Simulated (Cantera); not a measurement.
# ZrO₂ + H₂ (hydrogen reduction and annealing atmospheres)

Feed: 1 mol ZrO₂, 2.1 mol H₂, held at 0.0133 bar.

Cantera equilibrium calculation (NASA polynomials, part measured and part estimated; ideal gas, pure solids and liquids). Candidate condensed phases: H₂O, Zr, ZrO₂; 12 gas species. Kinetics and transport are ignored.

At 1448 K the condensed part is ZrO₂(monoclinic). From 1523 K to 2198 K the condensed part is ZrO₂(tetragonal).

| T (K) | x H₂ | x H | x H₂O | x ZrO | x Zr | x ZrO₂ | n ZrO₂(monoclinic) | n ZrO₂(tetragonal) |
|---|---|---|---|---|---|---|---|---|
| 1448 | 1.000 | 7.98e-5 | 1.38e-9 | 2.77e-12 | <1e-12 | <1e-12 | 1.00 | 0 |
| 1523 | 1.000 | 0.000200 | 4.56e-9 | 3.52e-11 | 2.16e-12 | <1e-12 | 0 | 1.00 |
| 1598 | 1.000 | 0.000461 | 1.34e-8 | 3.48e-10 | 2.02e-11 | <1e-12 | 0 | 1.00 |
| 1673 | 0.999 | 0.000986 | 3.56e-8 | 2.80e-9 | 1.55e-10 | <1e-12 | 0 | 1.00 |
| 1748 | 0.998 | 0.00198 | 8.70e-8 | 1.88e-8 | 9.94e-10 | 2.96e-12 | 0 | 1.00 |
| 1823 | 0.996 | 0.00375 | 1.97e-7 | 1.07e-7 | 5.47e-9 | 2.68e-11 | 0 | 1.00 |
| 1898 | 0.993 | 0.00675 | 4.91e-7 | 4.54e-7 | 1.90e-8 | 2.03e-10 | 0 | 1.000 |
| 1973 | 0.988 | 0.0116 | 1.43e-6 | 1.36e-6 | 3.78e-8 | 1.31e-9 | 0 | 1.000 |
| 2048 | 0.981 | 0.0192 | 3.88e-6 | 3.74e-6 | 7.09e-8 | 7.41e-9 | 0 | 1.000 |
| 2123 | 0.969 | 0.0306 | 9.74e-6 | 9.53e-6 | 1.26e-7 | 3.68e-8 | 0 | 1.000 |
| 2198 | 0.953 | 0.0471 | 2.29e-5 | 2.26e-5 | 2.15e-7 | 1.64e-7 | 0 | 1.000 |
x: gas mole fraction; n: condensed amount in mol.
